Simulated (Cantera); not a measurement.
A Cantera script and what it prints.

```python
import numpy as np
import cantera as ct

gas_names = """
    C CH CH2 CH3 CH2OH CH3O CH4 CH3OH CO CO2 COOH C2 C2H CHCO,ketyl C2H2,acetylene C2H2,vinylidene
    CH2CO,ketene C2H3,vinyl CH3CO,acetyl C2H4 C2H4O,ethylen CH3CHO,ethanal CH3COOH (HCOOH)2 C2H5 C2H6
    CH3OCH3 C2H5OH C2O C3 C3H3,propargyl C3H4,allene C3H4,propyne C3H4,cyclo- C3H5,allyl C3H6,propylene
    C3H6,cyclo- C3H6O C3H7,n-propyl C3H7,i-propyl C3H8 C3H8O,1propanol C3H8O,2propanol C3O2 C4 C4H2
    C4H4,1,3-cyclo- C4H6,butadiene C4H6,2-butyne C4H6,cyclo- C4H8,1-butene C4H8,cis2-buten
    C4H8,tr2-butene C4H8,isobutene C4H8,cyclo- (CH3COOH)2 C4H9,n-butyl C4H9,i-butyl C4H9,s-butyl
    C4H9,t-butyl C4H10,isobutane C4H10,n-butane C5 C5H6,1,3cyclo- C5H8,cyclo- C5H10,1-pentene
    C5H10,cyclo- C5H11,pentyl C5H11,t-pentyl C5H12,n-pentane C5H12,i-pentane CH3C(CH3)2CH3 C6H2
    C6H5,phenyl C6H5O,phenoxy C6H6 C6H5OH,phenol C6H10,cyclo- C6H12,1-hexene C6H12,cyclo- C6H13,n-hexyl
    C7H7,benzyl C7H8 C7H8O,cresol C7H14,1-heptene C7H15,n-heptyl C7H16,n-heptane C8H8,styrene
    C8H10,ethylbenz C8H16,1-octene C8H17,n-octyl C8H18,isooctane C8H18,n-octane C9H19,n-nonyl
    C10H8,naphthale C10H21,n-decyl C12H9,o-bipheny C12H10,bipheny Cu CuO Cu2 H HCO HO2 H2
    HCHO,formaldehy HCOOH H2O H2O2 O OH O2 O3
""".split()
cond_names = """
    C(gr) C6H6(L) C7H8(L) C8H18(L),n-octa Cu(cr) Cu(L) CuO(s) CuO2H2(s) Cu2O(s) Cu2O(L) H2O(s) H2O(L)
""".split()


def load(file, names, dense=False):
    # The tables refer to 1 bar. Condensed volumes are neglected.
    table = {s.name: s for s in ct.Species.list_from_file(file)}
    out = []
    for n in names:
        d = dict(table[n].input_data)
        d["thermo"] = dict(d["thermo"], **{"reference-pressure": 1e5})
        if dense:
            d["equation-of-state"] = {"model": "constant-volume", "density": "1e6 g/cm^3"}
        out.append(ct.Species.from_dict(d))
    return out


gas = ct.Solution(thermo="ideal-gas", species=load("nasa_gas.yaml", gas_names))
cond = {s.name: ct.Solution(thermo="fixed-stoichiometry", species=[s], name=s.name)
        for s in load("nasa_condensed.yaml", cond_names, dense=True)}
atoms = {
    'Cu2O': {'Cu': 2, 'O': 1},
    'CH4': {'C': 1, 'H': 4},
    'CO': {'C': 1, 'O': 1},
}
top_T = {'C(gr)': 4500, 'CuO(s)': 1390}  # K; cautious upper limits of use, not melting points


def equilibrate(T, P, feed):
    n = {}
    for name, mol in feed.items():
        for a, k in atoms[name].items():
            n[a] = n.get(a, 0.0) + k * mol
    gas.TPX = T, P, n
    mass = sum(n.values()) * gas.mean_molecular_weight
    gas.equilibrate("TP")
    valid = [c for c in cond.values() if c.min_temp <= T <= top_T.get(c.name, c.max_temp)]
    mix = ct.Mixture([(gas, mass / gas.mean_molecular_weight)] + [(c, 0.0) for c in valid])
    mix.T, mix.P = T, P
    mix.equilibrate("TP", solver="vcs", rtol=1e-11, max_steps=5000)
    return mix


results = []
feed = {'Cu2O': 1, 'CH4': 0.5, 'CO': 0.52}  # mol
T = 1623.15  # K
P = 34000  # Pa
mix = equilibrate(T, P, feed)
results.append((T, P, feed, dict(zip(mix.species_names, mix.species_moles))))
print(gas.report(threshold=1e-05))
for i in range(1, mix.n_phases):
    print(f"{mix.phase(i).name:16s} {mix.phase_moles(i):12.5e} mol")
```

Result:

```
       temperature   1623.2 K
          pressure   34000 Pa
           density   0.048141 kg/m^3
  mean mol. weight   19.108 kg/kmol
   phase of matter   gas

                          1 kg             1 kmol
                     ---------------   ---------------
          enthalpy       -3.7984e+06       -7.2582e+07  J
   internal energy       -4.5047e+06       -8.6078e+07  J
           entropy             13180        2.5185e+05  J/K
    Gibbs function       -2.5192e+07       -4.8138e+08  J
 heat capacity c_p            2021.8             38633  J/K
 heat capacity c_v            1586.6             30318  J/K

                      mass frac. Y      mole frac. X     chem. pot. / RT
                     ---------------   ---------------   ---------------
                CO           0.63078           0.43032           -37.125
               CO2           0.17165          0.074529           -63.423
                Cu        0.00054434        0.00016368           -6.9876
                 H        3.5535e-06        6.7364e-05           -10.524
                H2          0.033969           0.32197           -21.048
               H2O           0.16305           0.17294           -47.346
     [ +107 minor]        2.3218e-06        1.7031e-06

C(gr)             0.00000e+00 mol
Cu(L)             1.99967e+00 mol
Cu2O(L)           0.00000e+00 mol
```

Cantera equilibrium calculation (NASA polynomials, part measured and part estimated; ideal gas, pure solids and liquids).
